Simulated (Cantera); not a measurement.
What does this Cantera script print?

```python
import numpy as np
import cantera as ct

gas_names = [...]  # 95 gases of nasa_gas.yaml made of C, F, H
cond_names = """
    C(gr) C6H6(L) C7H8(L) C8H18(L),n-octa
""".split()


# ... load() reads the species with a 1 bar reference pressure and builds the phases ...
atoms = {
    'c-C4F8': {'C': 4, 'F': 8},
    'H2': {'H': 2},
}
top_T = {'C(gr)': 4500}  # K; cautious upper limits of use, not melting points


# ... equilibrate(T, P, feed) seeds the gas with the atoms and calls Mixture.equilibrate('TP', solver="vcs", rtol=1e-11, max_steps=5000) ...
results = []
feed = {'c-C4F8': 1, 'H2': 11}  # mol
T = 2950  # K
P = 82000  # Pa
mix = equilibrate(T, P, feed)
results.append((T, P, feed, dict(zip(mix.species_names, mix.species_moles))))
x = sorted(zip(gas.X, gas.species_names), reverse=True)
print(f"T = {T:g} K  P = {P:g} Pa  gas = {mix.phase_moles(0):.4g} mol")
print("   x: " + "  ".join(f"{s} {v:.3e}" for v, s in x if v > 0.001))
print("   condensed (mol): " + ("  ".join(f"{mix.phase(i).name} {mix.phase_moles(i):.4g}"
      for i in range(1, mix.n_phases) if mix.phase_moles(i) > 1e-12) or "none"))
```

It prints:

```
T = 2950 K  P = 82000 Pa  gas = 15.74 mol
   x: HF 5.075e-01  H2 3.780e-01  H 9.171e-02  C2H2,acetylene 2.029e-02
   condensed (mol): C(gr) 3.29
```

Cantera equilibrium calculation (NASA polynomials, part measured and part estimated; ideal gas, pure solids and liquids). The feed counts by its element totals alone.
